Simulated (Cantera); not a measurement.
Input: 1 mol CuO, 0.38 mol CH4, 8.7 mol H2, equilibrated at 927 °C and 10.0 Torr.

Equilibrium computed with Cantera from the NASA thermochemical tables; the gas is ideal and each condensed phase is pure. Candidate condensed phases: C, C6H6, C7H8, C8H18, Cu, CuO, Cu(OH)2, Cu2O, H2O; 113 gas species. The numbers say what is thermodynamically allowed, not how fast it happens.

Base state: H2 0.900, H2O 0.0612, CO 0.0368, CO2 0.00182 (mole fractions); condensed: Cu(s).

Problem. What changes in the equilibrium state with this change: CuO replaced by TiO2?

Solution. 
```csv
species,before,after
H2,0.900,0.961
CO,0.0368,0.0385
CH4,3.20e-8,7.94e-5
H2O,0.0612,3.14e-5
CO2,0.00182,9.18e-7
"Cu(s), mol",1.000,0
"Ti2O3(s), mol",0,0.139
"Ti3O5(s), mol",0,0.241
```
Mutual solubility and eutectic melting of coexisting phases are not modelled. Further candidate phases: Ti, TiC, TiO, TiO2, Ti2O3, Ti3O5, Ti4O7.

Problem. What changes in the equilibrium state with this change: CuO replaced by Ta2O5?

Solution. 
```json
[
 {"species": "H2", "before": "0.900", "after": "0.972"},
 {"species": "CO", "before": "0.0368", "after": "0.0278"},
 {"species": "H2O", "before": "0.0612", "after": "0.000301"},
 {"species": "CO2", "before": "0.00182", "after": "6.26e-6"},
 {"species": "Cu(s), mol", "before": "1.000", "after": "0"},
 {"species": "TaC(s), mol", "before": "0", "after": "0.109"},
 {"species": "Ta2O5(s), mol", "before": "0", "after": "0.945"}
]
```
Mutual solubility and eutectic melting of coexisting phases are not modelled. TaC: taken at fixed stoichiometry. Condensed phases not in the tables: Ta2C. Further candidate phases: Ta, TaC, Ta2O5.
